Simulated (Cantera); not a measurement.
Feed: 1 mol CuO, 190 mol H₂, 1.1 mol N₂, held at 1.33 mbar.

These are equilibrium values from Cantera (NASA tables, ideal gas, pure condensed phases), not measurements of a reactor. Candidate condensed phases: Cu, CuO, Cu(OH)₂, Cu₂O, H₂O; 27 gas species. Rates play no part.

log p: log10 of the partial pressure in bar; n: condensed amount in mol.

```
T (K)  log p H₂  log p H  log p N₂  log p H₂O  log p Cu  n Cu(s)  n Cu(l)
-----  --------  -------  --------  ---------  --------  -------  -------
923       -2.88   -11.05     -5.11      -5.16    -12.26     1.00        0
1023      -2.88        …     -5.11      -5.16         …    1.000        0
1123      -2.88    -8.81     -5.11      -5.16     -8.90    1.000        0
1223      -2.88        …     -5.11      -5.16         …    0.997        0
1323      -2.88    -7.24     -5.12      -5.16     -6.57    0.962        0
1423      -2.88    -6.62     -5.12      -5.16     -5.68        0    0.699
1523      -2.88    -6.08     -5.12      -5.16     -5.16        0        0
1623      -2.88    -5.60     -5.12      -5.16     -5.16        0        0
1723      -2.88    -5.18     -5.12      -5.16     -5.16        0        0
1823      -2.89    -4.81     -5.12      -5.16     -5.16        0        0
1923      -2.89    -4.47     -5.12      -5.17     -5.16        0        0
2023      -2.90    -4.17     -5.13      -5.17     -5.17        0        0
2123      -2.92    -3.91     -5.14      -5.19     -5.18        0        0
2223      -2.96    -3.67     -5.15      -5.21     -5.19        0        0
```

Question: Fill in the missing entries.

Answer: 
- 1223, log p H: -7.96
- 1223, log p Cu: -7.64
- 1023, log p H: -9.82
- 1023, log p Cu: -10.42
